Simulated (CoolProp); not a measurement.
Vapour-liquid equilibrium of n-hexane (1) + ethylbenzene (2) at 373 kPa; x and y are mole fractions of (1).

Values from CoolProp's multi-fluid Helmholtz-energy mixture model, Thol 2019 and Zhou 2012; pair parameters Bell 2016.

Question: Give the bubble temperature and the first vapour's composition at x = 0.05, 0.15, 0.55. Is there an azeotrope?

Answer: x = 0.05: 456.9 K, y = 0.189; x = 0.15: 442.4 K, y = 0.449; x = 0.55: 409.7 K, y = 0.847. No azeotrope shows between x = 0.05 and 0.95.

Pair parameters are fitted to limited data, so mixtures are less certain than the pure fluids.
